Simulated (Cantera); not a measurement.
An isothermal, constant-pressure homogeneous reactor starts with CH₃OH : O₂ : N₂ = 0.0023 : 0.0041 : 1 (molar parts), equivalence ratio 0.84, at 1175 K and 11.0 bar. Integrator tolerance rtol = 1e-08.

Cantera simulation using GRI-Mech 3.0 (53 species, 325 reactions); the numbers are that mechanism's predictions, not measurements. GRI-Mech 3.0 was tuned for natural gas; its chemistry of methanol as a main component is partial and can be far from experiment.

Question: What does this change do: temperature 1175 to 1450 K?

Answer: 
```tsv
quantity	before	after
x(CH₃OH) at 200 s	<1e-12 (gas-phase equilibrium <1e-12)	<1e-12 (gas-phase equilibrium <1e-12)
x(O₂) at 200 s	0.000645 (gas-phase equilibrium 0.000640)	0.000644 (gas-phase equilibrium 0.000616)
x(CO) at 200 s	2.61e-10 (gas-phase equilibrium 2.62e-10)	6.15e-8 (gas-phase equilibrium 6.29e-8)
x(OH) at 200 s	5.86e-8 (gas-phase equilibrium 5.85e-8)	1.38e-6 (gas-phase equilibrium 1.37e-6)
x(N₂O) at 200 s	2.67e-9 (gas-phase equilibrium 2.66e-9)	1.38e-8 (gas-phase equilibrium 1.35e-8)
x(H₂O₂) at 200 s	7.33e-12 (gas-phase equilibrium 7.30e-12)	5.92e-11 (gas-phase equilibrium 5.79e-11)
```

Question: What does this change do: CH3OH 0.0023 to 0.018 parts?

Answer: 
```tsv
quantity	before	after
x(CH₃OH) at 200 s	<1e-12 (gas-phase equilibrium <1e-12)	8.84e-12 (gas-phase equilibrium 6.27e-12)
x(O₂) at 200 s	0.000645 (gas-phase equilibrium 0.000640)	<1e-12 (gas-phase equilibrium <1e-12)
x(CO) at 200 s	2.61e-10 (gas-phase equilibrium 2.62e-10)	0.0158 (gas-phase equilibrium 0.0148)
x(OH) at 200 s	5.86e-8 (gas-phase equilibrium 5.85e-8)	1.02e-11 (gas-phase equilibrium 8.50e-12)
x(N₂O) at 200 s	2.67e-9 (gas-phase equilibrium 2.66e-9)	<1e-12 (gas-phase equilibrium <1e-12)
x(H₂O₂) at 200 s	7.33e-12 (gas-phase equilibrium 7.30e-12)	<1e-12 (gas-phase equilibrium <1e-12)
```
